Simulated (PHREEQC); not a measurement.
Make-up at 25 °C: 0.51 mol KOH, 8.4e-05 mol NaAlO2 and 0.00077 mol K2CO3 per kg of water. Closed to the air; pH follows from the charge balance.

Equilibrium calculation in PHREEQC: ion-association model, phreeqc.dat.

Each row changes one thing in this solution. Precipitation was switched off in this run.

```json
[
 {"case": "as made", "pH": "13.51", "ionic strength (mol/kgw)": "0.512", "SI of Gibbsite (Al(OH)3)": "-3.20"},
 {"case": "KOH from 0.51 to 0.459 mol/kgw", "pH": "?", "ionic strength (mol/kgw)": "0.461", "SI of Gibbsite (Al(OH)3)": "?"},
 {"case": "diluted 100-fold with water", "pH": "11.67", "ionic strength (mol/kgw)": "0.00512", "SI of Gibbsite (Al(OH)3)": "-3.22"},
 {"case": "K2CO3 left out", "pH": "13.51", "ionic strength (mol/kgw)": "0.510", "SI of Gibbsite (Al(OH)3)": "-3.20"},
 {"case": "diluted 10-fold with water", "pH": "12.61", "ionic strength (mol/kgw)": "0.0512", "SI of Gibbsite (Al(OH)3)": "-3.22"},
 {"case": "NaAlO2 from 8.4e-05 to 7.56e-05 mol/kgw", "pH": "13.51", "ionic strength (mol/kgw)": "0.512", "SI of Gibbsite (Al(OH)3)": "?"},
 {"case": "temperature from 25 to 85 °C", "pH": "?", "ionic strength (mol/kgw)": "0.512", "SI of Gibbsite (Al(OH)3)": "-3.99"},
 {"case": "K2CO3 from 0.00077 to 0.000385 mol/kgw", "pH": "13.51", "ionic strength (mol/kgw)": "0.511", "SI of Gibbsite (Al(OH)3)": "-3.20"},
 {"case": "KOH left out", "pH": "10.45", "ionic strength (mol/kgw)": "0.00209", "SI of Gibbsite (Al(OH)3)": "+0.00"}
]
```

Problem. What belongs in the gaps?

Solution. 
- KOH from 0.51 to 0.459 mol/kgw, pH: 13.47
- KOH from 0.51 to 0.459 mol/kgw, SI of Gibbsite (Al(OH)3): -3.16
- NaAlO2 from 8.4e-05 to 7.56e-05 mol/kgw, SI of Gibbsite (Al(OH)3): -3.25
- temperature from 25 to 85 °C, pH: 11.99

Species that the database lacks are ignored. At this temperature some constants are extrapolated from 25 °C, and those without enthalpy data are left unchanged.
